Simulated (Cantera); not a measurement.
Charge: 1 mol Si2H6, 1.6 mol HCl, 10 mol N2, equilibrated at 750 Torr.

Equilibrium computed with Cantera from the NASA thermochemical tables; the gas is ideal and each condensed phase is pure. Candidate condensed phases: NH4Cl, Si, Si3N4; 28 gas species. The feed counts by its element totals alone. N2 is the only nitrogen source here; it is nearly inert below about 1500 K, so the nitride shown seldom forms there in practice. The tables' values for SiCl3 are old estimates; treat these amounts as uncertain. The numbers say what is thermodynamically allowed, not how fast it happens. All values below are at 1323 K.

Base state: N2 0.654, H2 0.227, HCl 0.118, SiCl4 0.000578, SiHCl3 5.65e-5, SiCl3 4.68e-5, SiCl2 2.07e-5 (mole fractions); condensed: Si3N4(s).

**Question.** What changes in the equilibrium state with this change: Si2H6 replaced by Si2Cl6?

**Answer.** 
| species | before | after |
|---|---|---|
| N2 | 0.654 | 0.762 |
| SiCl4 | 0.000578 | 0.121 |
| HCl | 0.118 | 0.102 |
| H2 | 0.227 | 0.0112 |
| SiCl3 | 4.68e-5 | 0.00251 |
| SiCl2 | 2.07e-5 | 0.000285 |
| SiHCl3 | 5.65e-5 | 0.000673 |
| Si3N4(s), mol | 0.664 | 0.138 |
